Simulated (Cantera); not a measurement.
A Cantera script and what it prints.

```python
import numpy as np
import cantera as ct

gas_names = """
    F FO FO2 F2 F2O H HF HOF HO2 H2 H2F2 H2O H2O2 H3F3 H4F4 H5F5 H6F6 H7F7 O OH O2 O3 Si SiF SiF2 SiF3
    SiF4 SiH SiHF3 SiH2 SiH2F2 SiH3 SiH3F SiH4 SiO SiO2 Si2 Si3
""".split()
cond_names = """
    H2O(s) H2O(L) Si(cr) Si(L) SiO2(Lqz) SiO2(hqz) SiO2(L)
""".split()


# ... load() reads the species with a 1 bar reference pressure and builds the phases ...
atoms = {
    'SiO2': {'Si': 1, 'O': 2},
    'F2': {'F': 2},
    'H2': {'H': 2},
}
top_T = {}  # K; cautious upper limits of use, not melting points


# ... equilibrate(T, P, feed) seeds the gas with the atoms and calls Mixture.equilibrate('TP', solver="vcs", rtol=1e-11, max_steps=5000) ...
results = []
feed = {'SiO2': 1, 'F2': 0.6, 'H2': 38}  # mol
T = 1025  # K
P = 1000  # Pa
mix = equilibrate(T, P, feed)
results.append((T, P, feed, dict(zip(mix.species_names, mix.species_moles))))
x = sorted(zip(gas.X, gas.species_names), reverse=True)
print(f"T = {T:g} K  P = {P:g} Pa  gas = {mix.phase_moles(0):.4g} mol")
print("   x: " + "  ".join(f"{s} {v:.3e}" for v, s in x if v > 0.001))
print("   condensed (mol): " + ("  ".join(f"{mix.phase(i).name} {mix.phase_moles(i):.4g}"
      for i in range(1, mix.n_phases) if mix.phase_moles(i) > 1e-12) or "none"))
```

Output:

```
T = 1025 K  P = 1000 Pa  gas = 38.54 mol
   x: H2 9.704e-01  HF 2.516e-02  H2O 2.988e-03  SiF4 1.494e-03
   condensed (mol): SiO2(hqz) 0.9424
```

Method: chemical equilibrium by Gibbs-energy minimisation in Cantera with the NASA 1993 tables (ideal gas, pure condensed phases).
